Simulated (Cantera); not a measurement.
Feed: 1 mol V, 2.6 mol N₂O, 0.42 mol N₂, equilibrated at 1.00 bar.

Cantera equilibrium calculation (NASA polynomials, part measured and part estimated; ideal gas, pure solids and liquids). Candidate condensed phases: V, VN, VO, V₂O₃, V₂O₄, V₂O₅; 13 gas species. Condensed phases not in the tables: the oxides between V₂O₃ and V₂O₅ other than VO₂. Gases not in the tables: V₄O₁₀. Kinetics and transport are ignored.

Task: At 1023 K, list the 3 most abundant gas species with their mole fractions, and the condensed phases.

Result: N₂ 0.984, O₂ 0.0163, NO 1.25e-5. Condensed: V₂O₅(l).
